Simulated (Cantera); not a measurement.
A closed system holds: 1 mol SiH2Cl2, 0.65 mol HCl, 22 mol H2, equilibrated at 150 Pa.

Method: chemical equilibrium by Gibbs-energy minimisation in Cantera with the NASA 1993 tables (ideal gas, pure condensed phases). Candidate condensed phases: Si; 19 gas species. Rates play no part.

Over these rows the condensed part is Si(s). Partial pressures as log10 of bar:

```tsv
T (K)	1000/T (1/K)	log p SiHCl3	log p H2	log p HCl	log p SiCl2
1073	0.9320	-5.63	-2.86	-4.08	-5.02
1148	0.8711	-6.02	-2.86	-3.99	-4.77
1223	0.8177	-6.53	-2.86	-3.96	-4.67
1298	0.7704	-7.04	-2.86	-3.96	-4.62
1373	0.7283	-7.52	-2.86	-3.96	-4.60
1448	0.6906	?	-2.86	-3.97	-4.58
```

Fit log p(SiHCl3) = a + b·(1000/T) to the five rows, give the apparent enthalpy, and predict the row at 1448 K.

Means: 1000/T = 0.8239, log p = -6.548. Sxy = 0.243291, Sxx = 0.0259535, so b = 9.37 and a = -6.548 − (9.37)×0.8239 = -14.27.
Apparent enthalpy: −19.145 × (9.37) = -179 kJ/mol. With the condensed phases at unit activity, Si(s) + 3 HCl(g) = SiHCl3(g) + H2(g) links this pressure to the main gases: over the six rows their terms move log p by +0.33 in all, so the slope isn't that reaction's ΔH° alone. The five rows lie within 0.09 of the line.
Prediction at 1448 K: -14.27 + (9.37)×0.6906 = -7.80. The computed value is -7.96, 0.16 from the line.
